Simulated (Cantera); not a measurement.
A closed system holds: 1 mol Cr, 0.32 mol H₂O, a varied amount of H₂, at 0.133 bar.

Method: chemical equilibrium by Gibbs-energy minimisation in Cantera with the NASA 1993 tables (ideal gas, pure condensed phases). Candidate condensed phases: Cr, Cr₂O₃, H₂O; 13 gas species. The numbers say what is thermodynamically allowed, not how fast it happens.

Question: What condenses at these points (T in °C, n(H₂) in mol): (1802, 140); (2027, 120); (1727, 68); (2027, 38); (2177, 68)?

Answer: 
| T (°C) | n(H₂) in mol | condensed phases | Cr condensed (%) |
|---|---|---|---|
| 1802 | 140 | gas only | 0.0 |
| 2027 | 120 | gas only | 0.0 |
| 1727 | 68 | Cr | 40.5 |
| 2027 | 38 | gas only | 0.0 |
| 2177 | 68 | gas only | 0.0 |
